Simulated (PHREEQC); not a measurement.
## Nickel, zinc or cadmium bath

Solution (25 °C): 0.17 mol NiCl2, 4.1e-05 mol KCl and 0.046 mol H2SO4 per kg of water. Closed to the air; pH follows from the charge balance.

Model: ion-association model, wateq4f.dat, run in PHREEQC.

This is a speciation only: nothing precipitates in the calculation.

Q: What pH, ionic strength does the model give?

A: pH 1.26; ionic strength 0.472 mol/kgw.

Q: In which forms is K present?

A: K+ 98 %, KSO4- 1.6 % of the K.
